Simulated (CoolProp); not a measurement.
The fluid at 330.47 K and 9.27 MPa is throttled through a valve to 0.645 MPa with no heat exchange. The same conditions are run with several fluids, on thermodynamics alone (safety and materials aside).

Computed with CoolProp (reference Helmholtz-energy equation of state of each fluid (chlorine: Thol 2021; tetrahydrofuran: Fiedler 2023; propylene glycol: Eisenbach 2021; R124: de Vries 1995; n-perfluoropentane: Gao 2022)).

Question: Rank chlorine, tetrahydrofuran, propylene glycol, R124, n-perfluoropentane by temperature change (K), highest first.

Answer: tetrahydrofuran (+3.1), propylene glycol (+2.4), n-perfluoropentane (+1.4), R124 (-14.3), chlorine (-39.0)

```csv
fluid,final phase,final density (kg/m³)
chlorine,"two-phase, vapour fraction 0.160",121
tetrahydrofuran,liquid,843
propylene glycol,liquid,1010
R124,"two-phase, vapour fraction 0.128",256
n-perfluoropentane,liquid,1490
```
